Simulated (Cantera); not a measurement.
Input: 1 mol C₃H₆, 0.76 mol O₂, 3.3 mol H₂, at 1700000 Pa.

Equilibrium computed with Cantera from the NASA thermochemical tables; the gas is ideal and each condensed phase is pure. Candidate condensed phases: C, C₆H₆, C₇H₈, C₈H₁₈, H₂O; 131 gas species. Ions and electrons are included (thermal ionisation). The numbers say what is thermodynamically allowed, not how fast it happens.

At 3500 K, list the 6 most abundant gas species with their mole fractions, and the condensed phases.

H₂ 0.619, CO 0.183, H 0.113, C₂H₂ (acetylene) 0.0739, C₂H 0.00424, C₄H₂ 0.00368. Condensed: gas only.
